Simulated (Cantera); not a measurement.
**Ammonia decomposition in nitride growth gas**

A perfectly stirred reactor is fed with 28.6 % NH3, 71.4 % H2, at 1330 Pa; it is held at 2175 K, and followed from long to short residence time.

Model: the gas-phase N/H chemistry of the illustrative SiF4/NH3 mechanism in the Surface Chemkin manual (1991), integrated in Cantera. Walls and surfaces, which speed up NH3 decomposition in real reactors, are not modelled.

| τ (s) | x NH3 | x H2 | x N | x NH2 | x N2 | x NH |
|---|---|---|---|---|---|---|
| 1.0 | 0.0708 | 0.843 | 4.56e-6 | 0.000519 | 0.0832 | 3.10e-5 |
| 0.36 | 0.136 | 0.804 | 4.53e-6 | 0.000808 | 0.0579 | 3.85e-5 |
| 0.13 | 0.204 | 0.762 | 4.40e-6 | 0.00106 | 0.0312 | 4.35e-5 |
| 0.044 | 0.252 | 0.733 | 4.06e-6 | 0.00120 | 0.0123 | 4.44e-5 |
| 0.015 | 0.275 | 0.719 | 3.23e-6 | 0.00118 | 0.00366 | 3.93e-5 |
| 0.0053 | 0.283 | 0.715 | 1.58e-6 | 0.000937 | 0.000666 | 2.45e-5 |
| 0.0018 | 0.285 | 0.714 | 1.83e-7 | 0.000452 | 3.11e-5 | 5.81e-6 |
x: mole fraction; the columns are a selection and need not sum to one.
